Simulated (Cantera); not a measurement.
Standard-state values (1 bar) from the NASA 1993 polynomials, evaluated with Cantera. Values are per mole of reaction as written; species without (g) are pure solids or liquids, kept so even where they would boil at 1 bar.

### Question
Between 300 and 1350 K, where is each reaction favourable under standard conditions?
- CO(g) + 2 Al(g) ⇌ C + Al2O(g)

### Answer
- CO(g) + 2 Al(g) ⇌ C + Al2O(g): ΔG° is -613 kJ at 300 K and -331 kJ at 1350 K; it stays negative (K > 1). ΔH° is -690 kJ and ΔS° -266 J/K at 1350 K.
